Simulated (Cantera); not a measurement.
An adiabatic, constant-pressure homogeneous reactor starts with CH4 : CO : O2 : N2 = 1 : 0.13 : 2.29 : 8.63 (molar parts), equivalence ratio 0.90, at 1225 K and 0.900 bar. Integrator tolerance rtol = 1e-08.

Computed with Cantera and GRI-Mech 3.0 (53 species, 325 reactions).

Question: What does this change do: pressure from 0.900 bar to 1.00 bar?

Answer: 
| quantity | before | after |
|---|---|---|
| time of steepest temperature rise | 35.6 ms | 32.7 ms |
| temperature at 0.100 s | 2590 K | 2596 K |
| equilibrium temperature | 2590 K | 2596 K |
| x(CH4) at 0.100 s | <1e-12 (gas-phase equilibrium <1e-12) | <1e-12 (gas-phase equilibrium <1e-12) |
| x(CO) at 0.100 s | 0.0254 (gas-phase equilibrium 0.0254) | 0.0250 (gas-phase equilibrium 0.0250) |
| x(O2) at 0.100 s | 0.0263 (gas-phase equilibrium 0.0263) | 0.0261 (gas-phase equilibrium 0.0261) |
| x(C2H) at 0.100 s | <1e-12 (gas-phase equilibrium <1e-12) | <1e-12 (gas-phase equilibrium <1e-12) |
| x(H) at 0.100 s | 0.00363 (gas-phase equilibrium 0.00363) | 0.00349 (gas-phase equilibrium 0.00349) |

Question: What does this change do: 0.067 parts C2H6 added?

Answer: 
| quantity | before | after |
|---|---|---|
| time of steepest temperature rise | 35.6 ms | 8.18 ms |
| temperature at 0.100 s | 2590 K | 2627 K |
| equilibrium temperature | 2590 K | 2627 K |
| x(CH4) at 0.100 s | <1e-12 (gas-phase equilibrium <1e-12) | <1e-12 (gas-phase equilibrium <1e-12) |
| x(CO) at 0.100 s | 0.0254 (gas-phase equilibrium 0.0254) | 0.0369 (gas-phase equilibrium 0.0369) |
| x(O2) at 0.100 s | 0.0263 (gas-phase equilibrium 0.0263) | 0.0166 (gas-phase equilibrium 0.0166) |
| x(C2H) at 0.100 s | <1e-12 (gas-phase equilibrium <1e-12) | <1e-12 (gas-phase equilibrium <1e-12) |
| x(H) at 0.100 s | 0.00363 (gas-phase equilibrium 0.00363) | 0.00528 (gas-phase equilibrium 0.00528) |
